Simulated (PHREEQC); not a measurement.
KOH is added in steps, without added water, to 1 kg of water holding 0.0013 mol KH2PO4, 0.0062 mol K2HPO4 and 4.6e-07 mol H4SiO4, at 20 °C. Oxygen alone is held at its pressure in air (log pO2 = -0.68). The system is closed to CO2. Only these solids could form: SiO2(a).

Base run: PHREEQC, ion-association model, wateq4f.dat. Each further column changes one thing. The table gives PO4-3 (mol/kgw).

| KOH added (mol) | base | Debye-Hückel limiting law | Davies equation for every ion | all activity coefficients set to 1 | database phreeqc.dat |
|---|---|---|---|---|---|
| 0 | 2.52e-7 | 2.69e-7 | 2.54e-7 | 1.89e-7 | 2.64e-7 |
| 0.00085 | 9.43e-7 | 1.01e-6 | 9.52e-7 | 7.01e-7 | 9.91e-7 |
| 0.0017 | 0.000173 | 0.000188 | 0.000175 | 0.000121 | 0.000177 |
| 0.00255 | 0.000527 | 0.000575 | 0.000534 | 0.000367 | 0.000541 |
| 0.0034 | 0.000866 | 0.000949 | 0.000879 | 0.000601 | 0.000890 |
| 0.00425 | 0.00119 | 0.00131 | 0.00121 | 0.000823 | 0.00122 |
| 0.0051 | 0.00150 | 0.00165 | 0.00152 | 0.00104 | 0.00154 |
| 0.00595 | 0.00179 | 0.00198 | 0.00182 | 0.00124 | 0.00184 |
| 0.0068 | 0.00206 | 0.00229 | 0.00210 | 0.00143 | 0.00213 |

H3PO4, which wateq4f.dat lacks, is added to it with the constant of phreeqc.dat.  phreeqc.dat and wateq4f.dat share most of their constants, so their agreement is no independent check.
